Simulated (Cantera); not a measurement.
An adiabatic, constant-pressure homogeneous reactor starts with CH₄ : C₂H₆ : C₃H₈ : O₂ : N₂ = 1 : 0.031 : 1.4 : 5.36 : 20.1 (molar parts), equivalence ratio 1.7, at 1225 K and 0.680 bar. Integrator tolerance rtol = 1e-08.

Cantera simulation using GRI-Mech 3.0 (53 species, 325 reactions); the numbers are that mechanism's predictions, not measurements. GRI-Mech 3.0 was tuned for natural gas; its chemistry of propane as a main component is partial and can be far from experiment.

### Question
What does this change do: initial temperature 1225 to 1375 K?

### Answer
```csv
quantity,before,after
time of steepest temperature rise,5.22 ms,0.498 ms
temperature at 0.500 s,2498 K,2592 K
equilibrium temperature,2498 K,2592 K
x(CH₄) at 0.500 s,1.20e-12 (gas-phase equilibrium 1.36e-12),<1e-12 (gas-phase equilibrium <1e-12)
x(C₂H₆) at 0.500 s,<1e-12 (gas-phase equilibrium <1e-12),<1e-12 (gas-phase equilibrium <1e-12)
x(C₃H₈) at 0.500 s,<1e-12 (gas-phase equilibrium <1e-12),<1e-12 (gas-phase equilibrium <1e-12)
x(NO) at 0.500 s,0.000442 (gas-phase equilibrium 0.000442),0.000803 (gas-phase equilibrium 0.000803)
x(OH) at 0.500 s,0.00270 (gas-phase equilibrium 0.00270),0.00442 (gas-phase equilibrium 0.00442)
x(H₂O₂) at 0.500 s,7.65e-9 (gas-phase equilibrium 7.65e-9),1.42e-8 (gas-phase equilibrium 1.42e-8)
```

### Question
What does this change do: CH4 1 to 0.38 parts?

### Answer
```tsv
quantity	before	after
time of steepest temperature rise	5.22 ms	4.69 ms
temperature at 0.500 s	2498 K	2605 K
equilibrium temperature	2498 K	2605 K
x(CH₄) at 0.500 s	1.20e-12 (gas-phase equilibrium 1.36e-12)	<1e-12 (gas-phase equilibrium <1e-12)
x(C₂H₆) at 0.500 s	<1e-12 (gas-phase equilibrium <1e-12)	<1e-12 (gas-phase equilibrium <1e-12)
x(C₃H₈) at 0.500 s	<1e-12 (gas-phase equilibrium <1e-12)	<1e-12 (gas-phase equilibrium <1e-12)
x(NO) at 0.500 s	0.000442 (gas-phase equilibrium 0.000442)	0.00162 (gas-phase equilibrium 0.00162)
x(OH) at 0.500 s	0.00270 (gas-phase equilibrium 0.00270)	0.00663 (gas-phase equilibrium 0.00663)
x(H₂O₂) at 0.500 s	7.65e-9 (gas-phase equilibrium 7.65e-9)	3.04e-8 (gas-phase equilibrium 3.04e-8)
```
